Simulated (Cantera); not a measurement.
Charge: 1 mol BN, a varied amount of Cl2, held at 652 °C and 32.0 Pa.

Cantera equilibrium calculation (NASA polynomials, part measured and part estimated; ideal gas, pure solids and liquids). Candidate condensed phases: B, BN; 10 gas species. Equilibrium is a limit: real reactors are often held back by kinetics, nucleation or transport.

x: gas mole fraction; nothing condenses.

```json
[
 {"n(Cl2) (mol)": "1.5", "x Cl2": "4.82e-8", "x BCl3": "0.667", "x N2": "0.333", "x Cl": "?", "x BCl2": "7.32e-9"},
 {"n(Cl2) (mol)": "1.8", "x Cl2": "0.165", "x BCl3": "0.555", "x N2": "0.277", "x Cl": "?", "x BCl2": "3.29e-12"},
 {"n(Cl2) (mol)": "2.1", "x Cl2": "0.283", "x BCl3": "0.475", "x N2": "0.238", "x Cl": "?", "x BCl2": "2.15e-12"},
 {"n(Cl2) (mol)": "2.5", "x Cl2": "0.397", "x BCl3": "0.399", "x N2": "0.200", "x Cl": "?", "x BCl2": "1.53e-12"},
 {"n(Cl2) (mol)": "3", "x Cl2": "0.497", "x BCl3": "0.333", "x N2": "0.166", "x Cl": "0.00456", "x BCl2": "1.14e-12"},
 {"n(Cl2) (mol)": "3.5", "x Cl2": "0.568", "x BCl3": "0.285", "x N2": "0.143", "x Cl": "0.00487", "x BCl2": "<1e-12"},
 {"n(Cl2) (mol)": "4.1", "x Cl2": "0.630", "x BCl3": "0.243", "x N2": "0.122", "x Cl": "0.00513", "x BCl2": "<1e-12"},
 {"n(Cl2) (mol)": "4.9", "x Cl2": "0.689", "x BCl3": "0.204", "x N2": "0.102", "x Cl": "0.00537", "x BCl2": "<1e-12"},
 {"n(Cl2) (mol)": "5.7", "x Cl2": "0.732", "x BCl3": "0.175", "x N2": "0.0875", "x Cl": "0.00553", "x BCl2": "<1e-12"},
 {"n(Cl2) (mol)": "6.7", "x Cl2": "0.771", "x BCl3": "0.149", "x N2": "0.0744", "x Cl": "0.00568", "x BCl2": "<1e-12"},
 {"n(Cl2) (mol)": "7.9", "x Cl2": "0.805", "x BCl3": "0.126", "x N2": "0.0631", "x Cl": "0.00580", "x BCl2": "<1e-12"},
 {"n(Cl2) (mol)": "9.3", "x Cl2": "0.833", "x BCl3": "0.107", "x N2": "0.0536", "x Cl": "0.00590", "x BCl2": "<1e-12"},
 {"n(Cl2) (mol)": "11", "x Cl2": "0.858", "x BCl3": "0.0906", "x N2": "0.0453", "x Cl": "0.00599", "x BCl2": "<1e-12"}
]
```

Question: Some entries are withheld; supply them.

Answer: 
- 1.5, x Cl: 1.42e-6
- 1.8, x Cl: 0.00263
- 2.1, x Cl: 0.00344
- 2.5, x Cl: 0.00408
